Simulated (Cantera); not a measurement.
Input (Python, Cantera) and output of one run.

```python
import numpy as np
import cantera as ct

gas_names = """
    F F2 N NF NF2 NF3 N2 Si SiF SiF2 SiF3 SiF4 SiN Si2 Si2N Si3
""".split()
cond_names = """
    Si(cr) Si(L) Si3N4(a)
""".split()


def load(file, names, dense=False):
    # The tables refer to 1 bar. Condensed volumes are neglected.
    table = {s.name: s for s in ct.Species.list_from_file(file)}
    out = []
    for n in names:
        d = dict(table[n].input_data)
        d["thermo"] = dict(d["thermo"], **{"reference-pressure": 1e5})
        if dense:
            d["equation-of-state"] = {"model": "constant-volume", "density": "1e6 g/cm^3"}
        out.append(ct.Species.from_dict(d))
    return out


gas = ct.Solution(thermo="ideal-gas", species=load("nasa_gas.yaml", gas_names))
cond = {s.name: ct.Solution(thermo="fixed-stoichiometry", species=[s], name=s.name)
        for s in load("nasa_condensed.yaml", cond_names, dense=True)}
atoms = {
    'SiF4': {'Si': 1, 'F': 4},
    'N2': {'N': 2},
}
top_T = {'Si3N4(a)': 2400}  # K; cautious upper limits of use, not melting points


def equilibrate(T, P, feed):
    n = {}
    for name, mol in feed.items():
        for a, k in atoms[name].items():
            n[a] = n.get(a, 0.0) + k * mol
    gas.TPX = T, P, n
    mass = sum(n.values()) * gas.mean_molecular_weight
    gas.equilibrate("TP")
    valid = [c for c in cond.values() if c.min_temp <= T <= top_T.get(c.name, c.max_temp)]
    mix = ct.Mixture([(gas, mass / gas.mean_molecular_weight)] + [(c, 0.0) for c in valid])
    mix.T, mix.P = T, P
    mix.equilibrate("TP", solver="vcs", rtol=1e-11, max_steps=5000)
    return mix


results = []
feed = {'SiF4': 1, 'N2': 7.3}  # mol
P = 110  # Pa
for T in [1123, 1223, 1323, 1423, 1523, 1623, 1723, 1823, 1923, 2023, 2123]:
    mix = equilibrate(T, P, feed)
    results.append((T, P, feed, dict(zip(mix.species_names, mix.species_moles))))

top = {s: max(r[3][s] / sum(r[3][g] for g in gas_names) for r in results) for s in gas_names}
cols = sorted((s for s in top if top[s] > 0.001), key=lambda s: -top[s])[:7]
seen = [c for c in cond_names if any(r[3].get(c, 0) > 1e-12 for r in results)]
print("log10 of partial pressures in bar; condensed amounts in mol")
print(f"{'T/K':>10s}" + "".join(f"{s[:9]:>10s}" for s in cols + seen))
for T, P, feed, n in results:
    ng = sum(n[g] for g in gas_names)
    print(f"{T:10.4g}" + "".join(f"{np.log10(max(n[s] / ng * P / 1e5, 1e-99)):10.3f}" for s in cols)
          + "".join(f"{n.get(c, 0):10.4g}" for c in seen))
```

It prints:

```
log10 of partial pressures in bar; condensed amounts in mol
       T/K        N2      SiF4         F      SiF3
      1123    -3.014    -3.878   -11.905   -11.905
      1223    -3.014    -3.878   -10.745   -10.745
      1323    -3.014    -3.878    -9.761    -9.761
      1423    -3.014    -3.878    -8.916    -8.916
      1523    -3.014    -3.878    -8.182    -8.182
      1623    -3.014    -3.878    -7.538    -7.538
      1723    -3.014    -3.878    -6.970    -6.970
      1823    -3.014    -3.879    -6.464    -6.465
      1923    -3.015    -3.881    -6.012    -6.014
      2023    -3.015    -3.887    -5.606    -5.610
      2123    -3.017    -3.899    -5.240    -5.250
```

Cantera equilibrium calculation (NASA polynomials, part measured and part estimated; ideal gas, pure solids and liquids). The tables' values for SiF3, SiF2 are old estimates; treat these amounts as uncertain.
